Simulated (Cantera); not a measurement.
An isothermal plug-flow reactor at 898 K and 750 Torr (inlet), inlet velocity 0.14 m/s, active area per volume 520 1/m; feed CO : O₂ : N₂ : H₂O = 0.0035 : 0.16 : 0.79 : 0.01 (molar parts), equivalence ratio 0.011.

Cantera simulation using Deutschmann's 1995 Pt surface mechanism with GRI-Mech 3.0 gas chemistry; the numbers are that mechanism's predictions, not measurements. Catalytic surfaces can have several steady states; this one follows from the mechanism file's or the stated starting coverage. Mass transfer to the wall is taken as infinitely fast.

### Question
What does this change do: temperature 898 to 475 K?

### Answer
| quantity | before | after |
|---|---|---|
| x(CO) at z = 0.036 m | <1e-12 | 0.00363 |
| x(O₂) at z = 0.036 m | 0.165 | 0.166 |
| x(H₂O) at z = 0.036 m | 0.0104 | 0.0104 |
| x(CO₂) at z = 0.036 m | 0.00364 | 1.75e-8 |
| θ(O*) at the exit | 0.914 | 0.999 |
